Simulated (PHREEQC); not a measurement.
Dissolve 0.2 mmol/kgw Na2S, 0.0073 mmol/kgw HCl and 0.06 mmol/kgw MnCl2 at 25 °C. Closed to the air; pH follows from the charge balance.

Equilibrium calculation in PHREEQC: ion-association model, wateq4f.dat.

This is a speciation only: nothing precipitates in the calculation.

Task: Predict the pH.

Result: pH 10.23.

Task: In which forms is Mn present?

Result: Mn+2 71 %, MnOH+ 29 % of the Mn.

Saturation is exceeded, for instance for Pyrochroite; the values hold only as long as no solid forms. The polysulfide entries of wateq4f.dat were taken out for this run.
